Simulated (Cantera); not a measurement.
## Adiabatic ignition

An adiabatic, constant-volume homogeneous reactor starts with 5.96 % CO, 6.55 % H2, 18.4 % O2, 69.1 % N2, equivalence ratio 0.34, at 1275 K and 19.7 atm.

Computed with Cantera and GRI-Mech 3.0 (53 species, 325 reactions). The hydrogen kinetics of GRI-Mech 3.0 are dated; newer H2 mechanisms differ, most at raised pressure. The pressure lies above the range GRI-Mech 3.0 was tuned for (to about 10 atm).

```tsv
t (s)	T (K)	P (bar)	x CO	x H2	x O2	x H2O	x HO2	x NO
3.00e-6	1275	20.0	0.0596	0.0655	0.184	1.75e-6	1.95e-6	<1e-12
7.98e-6	1275	20.0	0.0596	0.0655	0.184	2.36e-5	1.88e-5	<1e-12
2.12e-5	1336	20.9	0.0588	0.0597	0.181	0.00536	0.000552	1.25e-9
5.64e-5	2400	35.3	0.000628	0.000115	0.129	0.0681	1.52e-5	9.06e-5
0.000150	2399	35.3	0.000626	0.000115	0.129	0.0681	1.51e-5	0.000315
0.000399	2398	35.3	0.000621	0.000114	0.128	0.0681	1.51e-5	0.000895
0.00106	2394	35.3	0.000610	0.000112	0.128	0.0681	1.48e-5	0.00233
0.00282	2386	35.1	0.000587	0.000109	0.126	0.0682	1.44e-5	0.00541
0.00751	2374	34.9	0.000553	0.000103	0.124	0.0683	1.37e-5	0.00999
0.0200	2366	34.8	0.000533	9.97e-5	0.122	0.0683	1.32e-5	0.0129
0.0531	2365	34.8	0.000530	9.93e-5	0.122	0.0683	1.32e-5	0.0132
0.141	2365	34.8	0.000530	9.93e-5	0.122	0.0683	1.32e-5	0.0132
0.376	2365	34.8	0.000530	9.93e-5	0.122	0.0683	1.32e-5	0.0132
1.00	2365	34.8	0.000530	9.93e-5	0.122	0.0683	1.32e-5	0.0132
```
x: mole fraction; the columns are a selection and need not sum to one.

```yaml
time_of_steepest_temperature_rise: 23.8 µs
temperature at 1.00 s: 2365 K
equilibrium_temperature: 2365 K
x(CO) at 1.00 s: 0.000530 (gas-phase equilibrium 0.000530)
x(H2) at 1.00 s: 9.93e-5 (gas-phase equilibrium 9.93e-5)
x(O2) at 1.00 s: 0.122 (gas-phase equilibrium 0.122)
```
